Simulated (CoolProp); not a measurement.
Vapour-liquid equilibrium of R125 (1) + R245fa (2) at 24.3 kPa; x and y are mole fractions of (1).

Computed with CoolProp (multi-fluid Helmholtz-energy mixture model, Lemmon 2005 and Akasaka 2015; pair parameters Bell 2016).

```
x     bubble temperature, mixture model (K)  bubble temperature, Raoult's law (K)  y, mixture model  y, Raoult's law
----  -------------------------------------  ------------------------------------  ----------------  ---------------
0.05                                      ?                                 245.2             0.558            0.511
0.2                                   223.8                                 226.2                 ?            0.881
0.35                                  215.1                                 216.8             0.956            0.953
0.5                                       ?                                 210.8                 ?            0.978
0.65                                      ?                                 206.5                 ?            0.989
0.8                                   203.1                                 203.2             0.994            0.995
0.95                                  200.6                                 200.6             0.999            0.999
```

What belongs in the gaps?


- 0.05, bubble temperature, mixture model (K): 243.4
- 0.2, y, mixture model: 0.897
- 0.5, bubble temperature, mixture model (K): 209.9
- 0.5, y, mixture model: 0.977
- 0.65, bubble temperature, mixture model (K): 206.1
- 0.65, y, mixture model: 0.988

The largest gap from Raoult's law is -2.4 K in bubble temperature, at x = 0.2. No azeotrope shows between x = 0.05 and 0.95.

The pair parameters rest on a limited set of measurements; away from them the model extrapolates.
